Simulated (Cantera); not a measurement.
A Cantera script and what it prints.

```python
import numpy as np
import cantera as ct

gas_names = """
    C CH CH2 CH3 CH2OH CH3O CH4 CH3OH CO CO2 COOH C2 C2H CHCO,ketyl C2H2,acetylene C2H2,vinylidene
    CH2CO,ketene C2H3,vinyl CH3CO,acetyl C2H4 C2H4O,ethylen CH3CHO,ethanal CH3COOH (HCOOH)2 C2H5 C2H6
    CH3OCH3 C2H5OH C2O C3 C3H3,propargyl C3H4,allene C3H4,propyne C3H4,cyclo- C3H5,allyl C3H6,propylene
    C3H6,cyclo- C3H6O C3H7,n-propyl C3H7,i-propyl C3H8 C3H8O,1propanol C3H8O,2propanol C3O2 C4 C4H2
    C4H4,1,3-cyclo- C4H6,butadiene C4H6,2-butyne C4H6,cyclo- C4H8,1-butene C4H8,cis2-buten
    C4H8,tr2-butene C4H8,isobutene C4H8,cyclo- (CH3COOH)2 C4H9,n-butyl C4H9,i-butyl C4H9,s-butyl
    C4H9,t-butyl C4H10,isobutane C4H10,n-butane C5 C5H6,1,3cyclo- C5H8,cyclo- C5H10,1-pentene
    C5H10,cyclo- C5H11,pentyl C5H11,t-pentyl C5H12,n-pentane C5H12,i-pentane CH3C(CH3)2CH3 C6H2
    C6H5,phenyl C6H5O,phenoxy C6H6 C6H5OH,phenol C6H10,cyclo- C6H12,1-hexene C6H12,cyclo- C6H13,n-hexyl
    C7H7,benzyl C7H8 C7H8O,cresol C7H14,1-heptene C7H15,n-heptyl C7H16,n-heptane C8H8,styrene
    C8H10,ethylbenz C8H16,1-octene C8H17,n-octyl C8H18,isooctane C8H18,n-octane C9H19,n-nonyl
    C10H8,naphthale C10H21,n-decyl C12H9,o-bipheny C12H10,bipheny Fe FeC5O5 FeO Fe(OH)2 H HCO HO2 H2
    HCHO,formaldehy HCOOH H2O H2O2 O OH O2 O3
""".split()
cond_names = """
    C(gr) C6H6(L) C7H8(L) C8H18(L),n-octa Fe(a) Fe(c) Fe(d) Fe(L) FeC5O5(L) FeO(s) FeO(L) Fe(OH)2(s)
    Fe(OH)3(s) Fe2O3(s) Fe3O4(s) H2O(s) H2O(L)
""".split()


def load(file, names, dense=False):
    # The tables refer to 1 bar. Condensed volumes are neglected.
    table = {s.name: s for s in ct.Species.list_from_file(file)}
    out = []
    for n in names:
        d = dict(table[n].input_data)
        d["thermo"] = dict(d["thermo"], **{"reference-pressure": 1e5})
        if dense:
            d["equation-of-state"] = {"model": "constant-volume", "density": "1e6 g/cm^3"}
        out.append(ct.Species.from_dict(d))
    return out


gas = ct.Solution(thermo="ideal-gas", species=load("nasa_gas.yaml", gas_names))
cond = {s.name: ct.Solution(thermo="fixed-stoichiometry", species=[s], name=s.name)
        for s in load("nasa_condensed.yaml", cond_names, dense=True)}
atoms = {
    'Fe3O4': {'Fe': 3, 'O': 4},
    'C': {'C': 1},
    'H2': {'H': 2},
}
top_T = {'C(gr)': 4500, 'Fe2O3(s)': 1830, 'Fe3O4(s)': 1870}  # K; cautious upper limits of use, not melting points


def equilibrate(T, P, feed):
    n = {}
    for name, mol in feed.items():
        for a, k in atoms[name].items():
            n[a] = n.get(a, 0.0) + k * mol
    gas.TPX = T, P, n
    mass = sum(n.values()) * gas.mean_molecular_weight
    gas.equilibrate("TP")
    valid = [c for c in cond.values() if c.min_temp <= T <= top_T.get(c.name, c.max_temp)]
    mix = ct.Mixture([(gas, mass / gas.mean_molecular_weight)] + [(c, 0.0) for c in valid])
    mix.T, mix.P = T, P
    mix.equilibrate("TP", solver="vcs", rtol=1e-11, max_steps=5000)
    return mix


results = []
feed = {'Fe3O4': 1, 'C': 0.38, 'H2': 1.2}  # mol
P = 500  # Pa
for T in [1148, 1248, 1348, 1448, 1548, 1648, 1748, 1848, 1948, 2048, 2148, 2248, 2348, 2448]:
    mix = equilibrate(T, P, feed)
    results.append((T, P, feed, dict(zip(mix.species_names, mix.species_moles))))
    x = sorted(zip(gas.X, gas.species_names), reverse=True)
    print(f"T = {T:g} K  P = {P:g} Pa  gas = {mix.phase_moles(0):.4g} mol")
    print("   x: " + "  ".join(f"{s} {v:.3e}" for v, s in x if v > 1e-05))
    print("   condensed (mol): " + ("  ".join(f"{mix.phase(i).name} {mix.phase_moles(i):.4g}"
          for i in range(1, mix.n_phases) if mix.phase_moles(i) > 1e-12) or "none"))
```

Output:

```
T = 1148 K  P = 500 Pa  gas = 1.58 mol
   x: H2 4.543e-01  H2O 3.052e-01  CO 1.533e-01  CO2 8.718e-02
   condensed (mol): FeO(s) 3
T = 1248 K  P = 500 Pa  gas = 1.58 mol
   x: H2 4.428e-01  H2O 3.167e-01  CO 1.648e-01  CO2 7.570e-02
   condensed (mol): FeO(s) 3
T = 1348 K  P = 500 Pa  gas = 1.58 mol
   x: H2 4.338e-01  H2O 3.257e-01  CO 1.738e-01  CO2 6.669e-02  H 2.155e-05
   condensed (mol): FeO(s) 3
T = 1448 K  P = 500 Pa  gas = 1.58 mol
   x: H2 4.266e-01  H2O 3.328e-01  CO 1.809e-01  CO2 5.956e-02  H 8.514e-05
   condensed (mol): FeO(s) 3
T = 1548 K  P = 500 Pa  gas = 1.58 mol
   x: H2 4.207e-01  H2O 3.385e-01  CO 1.866e-01  CO2 5.385e-02  H 2.824e-04  Fe 4.385e-05
   condensed (mol): FeO(s) 3
T = 1648 K  P = 500 Pa  gas = 1.581 mol
   x: H2 4.154e-01  H2O 3.431e-01  CO 1.911e-01  CO2 4.926e-02  H 8.117e-04  Fe 3.002e-04  OH 3.012e-05  Fe(OH)2 1.928e-05
   condensed (mol): FeO(s) 2.999
T = 1748 K  P = 500 Pa  gas = 1.584 mol
   x: H2 4.093e-01  H2O 3.471e-01  CO 1.943e-01  CO2 4.561e-02  H 2.067e-03  Fe 1.473e-03  OH 1.023e-04  Fe(OH)2 3.703e-05  FeO 1.244e-05
   condensed (mol): FeO(L) 2.998
T = 1848 K  P = 500 Pa  gas = 1.594 mol
   x: H2 3.988e-01  H2O 3.516e-01  CO 1.955e-01  CO2 4.299e-02  Fe 5.918e-03  H 4.735e-03  OH 3.071e-04  FeO 7.004e-05  Fe(OH)2 6.603e-05
   condensed (mol): FeO(L) 2.99
T = 1948 K  P = 500 Pa  gas = 1.621 mol
   x: H2 3.758e-01  H2O 3.591e-01  CO 1.925e-01  CO2 4.190e-02  Fe 1.950e-02  H 9.796e-03  OH 8.469e-04  FeO 3.269e-04  Fe(OH)2 1.115e-04  O 1.636e-05
   condensed (mol): FeO(L) 2.968
T = 2048 K  P = 500 Pa  gas = 1.686 mol
   x: H2O 3.730e-01  H2 3.283e-01  CO 1.819e-01  Fe 5.131e-02  CO2 4.344e-02  H 1.815e-02  OH 2.245e-03  FeO 1.301e-03  Fe(OH)2 1.816e-04  O 8.958e-05  O2 4.363e-05
   condensed (mol): FeO(L) 2.911
T = 2148 K  P = 500 Pa  gas = 1.812 mol
   x: H2O 3.912e-01  H2 2.528e-01  CO 1.609e-01  Fe 1.052e-01  CO2 4.875e-02  H 2.964e-02  OH 5.903e-03  FeO 4.514e-03  O 4.879e-04  O2 3.201e-04  Fe(OH)2 2.855e-04
   condensed (mol): FeO(L) 2.801
T = 2248 K  P = 500 Pa  gas = 2.026 mol
   x: H2O 3.972e-01  Fe 1.721e-01  H2 1.660e-01  CO 1.303e-01  CO2 5.731e-02  H 4.233e-02  OH 1.517e-02  FeO 1.392e-02  O2 2.682e-03  O 2.670e-03  Fe(OH)2 4.175e-04
   condensed (mol): FeO(L) 2.622
T = 2348 K  P = 500 Pa  gas = 2.499 mol
   x: H2O 3.458e-01  Fe 2.502e-01  CO 9.134e-02  H2 9.038e-02  CO2 6.075e-02  H 5.250e-02  FeO 3.874e-02  OH 3.454e-02  O2 2.159e-02  O 1.357e-02  Fe(OH)2 5.059e-04
   condensed (mol): FeO(L) 2.277
T = 2448 K  P = 500 Pa  gas = 5.456 mol
   x: Fe 3.956e-01  H2O 1.447e-01  O2 1.154e-01  FeO 9.854e-02  O 5.358e-02  OH 4.771e-02  H 4.685e-02  CO 3.738e-02  CO2 3.227e-02  H2 2.769e-02  Fe(OH)2 2.858e-04
   condensed (mol): FeO(L) 0.302
```

Method: chemical equilibrium by Gibbs-energy minimisation in Cantera with the NASA 1993 tables (ideal gas, pure condensed phases). The tables' stoichiometric FeO is somewhat more stable than real wüstite, so its field is too wide. FeO: taken at fixed stoichiometry.
